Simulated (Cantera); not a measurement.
Input: 1 mol Si, 0.98 mol HCl, 1.2 mol N₂, 0.44 mol H₂O, held at 923.15 K and 32.0 mbar.

Cantera equilibrium calculation (NASA polynomials, part measured and part estimated; ideal gas, pure solids and liquids). Candidate condensed phases: H₂O, NH₄Cl, Si, SiO₂, Si₂N₂O, Si₃N₄; 47 gas species. N₂ is the only nitrogen source here; it is nearly inert below about 1500 K, so the nitride shown seldom forms there in practice. Kinetics and transport are ignored.

Base state: N₂ 0.352, HCl 0.325, H₂ 0.286, SiCl₄ 0.0367, SiHCl₃ 0.000115 (mole fractions); condensed: Si₂N₂O(s) + Si₃N₄(s).

What changes in the equilibrium state with this change: H₂O from 0.44 to 0.21 mol?


| species | before | after |
|---|---|---|
| N₂ | 0.352 | 0.380 |
| HCl | 0.325 | 0.331 |
| H₂ | 0.286 | 0.232 |
| SiCl₄ | 0.0367 | 0.0564 |
| SiHCl₃ | 0.000115 | 0.000141 |
| Si₂N₂O(s), mol | 0.440 | 0.210 |
| Si₃N₄(s), mol | 0.0145 | 0.160 |

What changes in the equilibrium state with this change: H₂O from 0.44 to 1.8 mol?


```tsv
species	before	after
H₂	0.286	0.460
N₂	0.352	0.290
HCl	0.325	0.250
SiCl₄	0.0367	1.73e-6
SiHCl₃	0.000115	1.13e-8
Si₂N₂O(s), mol	0.440	0.0667
Si₃N₄(s), mol	0.0145	0
SiO₂(β-quartz), mol	0	0.867
```
